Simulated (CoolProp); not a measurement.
Values from CoolProp's reference Helmholtz-energy equation of state, Setzmann 1991.

Q: For methane, give the phase and the speed of sound (m/s), conductivity (mW/(m K)) at 202.6 K and 4740 kPa; 202.6 K and 6040 kPa.

A: 
- 202.6 K and 4740 kPa: supercritical; speed of sound 304, conductivity 35.2
- 202.6 K and 6040 kPa: supercritical; speed of sound 291, conductivity 57.3

Thermal conductivity comes from a separate model (Friend 1989).
